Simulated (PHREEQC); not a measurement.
0.12 g of hydrous ferric oxide (600 m²/g; 0.2 weak and 0.005 strong sites per Fe, Dzombak-Morel constants, diffuse double layer) in 1 kg of water with 0.005 mol/kgw of an inert sodium salt and 3.3e-05 mol ZnCl2 and 3.7e-05 mol NaF, at 25 °C; the pH is set by adding NaOH or the inert anion's acid. Oxygen alone is held at its pressure in air (log pO2 = -0.68). No CO2 enters from the air. No solid was allowed to form.

Base run: PHREEQC, ion-association model, wateq4f.dat. Each further column changes one thing. The table gives F sorbed (%).

```json
[
 {"pH": "3", "base": "89.4", "no electrostatic term (-no_edl)": "0.3", "background salt from 0.005 to 0.0005 mol/kgw": "95.4", "oxide from 0.12 to 0.6 g/kgw": "98.2", "9.8e-05 mol/kgw Na2SO4 added": "35.9"},
 {"pH": "4", "base": "89.6", "no electrostatic term (-no_edl)": "0.6", "background salt from 0.005 to 0.0005 mol/kgw": "95.1", "oxide from 0.12 to 0.6 g/kgw": "98.3", "9.8e-05 mol/kgw Na2SO4 added": "40.9"},
 {"pH": "5", "base": "72.8", "no electrostatic term (-no_edl)": "0.6", "background salt from 0.005 to 0.0005 mol/kgw": "81.2", "oxide from 0.12 to 0.6 g/kgw": "94.7", "9.8e-05 mol/kgw Na2SO4 added": "27.6"},
 {"pH": "5.5", "base": "56.5", "no electrostatic term (-no_edl)": "0.6", "background salt from 0.005 to 0.0005 mol/kgw": "64.8", "oxide from 0.12 to 0.6 g/kgw": "88.9", "9.8e-05 mol/kgw Na2SO4 added": "21.7"},
 {"pH": "6.5", "base": "20.7", "no electrostatic term (-no_edl)": "0.7", "background salt from 0.005 to 0.0005 mol/kgw": "24.1", "oxide from 0.12 to 0.6 g/kgw": "57.1", "9.8e-05 mol/kgw Na2SO4 added": "12.1"},
 {"pH": "7.5", "base": "4.2", "no electrostatic term (-no_edl)": "0.8", "background salt from 0.005 to 0.0005 mol/kgw": "4.6", "oxide from 0.12 to 0.6 g/kgw": "14.6", "9.8e-05 mol/kgw Na2SO4 added": "3.9"},
 {"pH": "8.5", "base": "0.5", "no electrostatic term (-no_edl)": "0.6", "background salt from 0.005 to 0.0005 mol/kgw": "0.5", "oxide from 0.12 to 0.6 g/kgw": "1.9", "9.8e-05 mol/kgw Na2SO4 added": "0.5"},
 {"pH": "9", "base": "0.2", "no electrostatic term (-no_edl)": "0.4", "background salt from 0.005 to 0.0005 mol/kgw": "0.2", "oxide from 0.12 to 0.6 g/kgw": "0.6", "9.8e-05 mol/kgw Na2SO4 added": "0.2"},
 {"pH": "10", "base": "0.0", "no electrostatic term (-no_edl)": "0.1", "background salt from 0.005 to 0.0005 mol/kgw": "0.0", "oxide from 0.12 to 0.6 g/kgw": "0.1", "9.8e-05 mol/kgw Na2SO4 added": "0.0"},
 {"pH": "11", "base": "0.0", "no electrostatic term (-no_edl)": "0.0", "background salt from 0.005 to 0.0005 mol/kgw": "0.0", "oxide from 0.12 to 0.6 g/kgw": "0.0", "9.8e-05 mol/kgw Na2SO4 added": "0.0"}
]
```

The oxide is taken as insoluble; below pH 4 it would dissolve. In at least one series the solution becomes supersaturated in solids that the run did not let form, among them Zn(OH)2-e.
